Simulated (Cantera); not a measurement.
# Fe2O3 + Cl2 + O2 (oxide etching and cleaning by halides)

A closed system holds: 1 mol Fe2O3, 0.65 mol Cl2, 0.87 mol O2, at 0.00133 bar.

Method: chemical equilibrium by Gibbs-energy minimisation in Cantera with the NASA 1993 tables (ideal gas, pure condensed phases). Candidate condensed phases: Fe, FeCl2, FeCl3, FeO, Fe2O3, Fe3O4; 13 gas species. Condensed phases not in the tables: FeOCl. Equilibrium is a limit: real reactors are often held back by kinetics, nucleation or transport.

```tsv
T (°C)	x O2	x Cl2	x FeCl2	x Cl	x FeCl3	x O	x ClO	n Fe2O3(s)	n Fe3O4(s)
400	0.572	0.428	2.77e-10	5.07e-6	1.21e-6	<1e-12	3.15e-8	1.000	0
475	0.572	0.428	3.16e-8	4.61e-5	1.88e-5	<1e-12	1.94e-7	1.000	0
550	0.572	0.427	1.47e-6	0.000281	0.000173	4.77e-12	8.61e-7	1.000	0
625	0.573	0.425	3.49e-5	0.00127	0.00106	1.04e-10	2.97e-6	0.999	0
700	0.574	0.416	0.000487	0.00453	0.00466	1.40e-9	8.41e-6	0.996	0
775	0.579	0.388	0.00432	0.0132	0.0150	1.32e-8	2.01e-5	0.985	0
850	0.591	0.320	0.0245	0.0310	0.0332	9.26e-8	4.02e-5	0.954	0
925	0.609	0.206	0.0838	0.0575	0.0435	5.13e-7	6.48e-5	0.892	0
1000	0.622	0.0958	0.169	0.0822	0.0311	2.32e-6	8.15e-5	0.816	0
1075	0.627	0.0351	0.228	0.0961	0.0142	8.85e-6	8.46e-5	0.763	0
1150	0.628	0.0121	0.253	0.102	0.00553	2.92e-5	8.05e-5	0.741	0
1225	0.644	0.00479	0.240	0.109	0.00207	8.67e-5	7.89e-5	0	0.493
```
x: gas mole fraction; n: condensed amount in mol.

From 400 °C to 1150 °C the condensed part is Fe2O3(s). At 1225 °C the condensed part is Fe3O4(s). The main Fe-bearing gas is FeCl3 at 400 °C and FeCl2 at 1225 °C.
